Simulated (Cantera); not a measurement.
Feed: 1 mol C₂F₆, 0.12 mol H₂, held at 1727 °C and 13.3 mbar.

These are equilibrium values from Cantera (NASA tables, ideal gas, pure condensed phases), not measurements of a reactor. Candidate condensed phases: C, C₆H₆, C₇H₈, C₈H₁₈; 95 gas species. The feed counts by its element totals alone. Gases not in the tables: C₂F₆ and larger saturated fluorocarbons. The numbers say what is thermodynamically allowed, not how fast it happens.

Base state: CF₄ 0.749, HF 0.134, CF₂ 0.0836, F 0.0268, CF₃ 0.00688, CF 0.000124 (mole fractions); condensed: C(graphite).

Task: What changes in the equilibrium state with this change: temperature from 1727 °C to 600 °C?

Result: 
```csv
species,before,after
CF₄,0.749,0.857
HF,0.134,0.143
CF₂,0.0836,<1e-9
F,0.0268,<1e-9
CF₃,0.00688,<1e-9
CF,0.000124,<1e-9
"C(graphite), mol",0.494,0.560
```
Condensed phases not in the tables: fluorocarbon polymer.
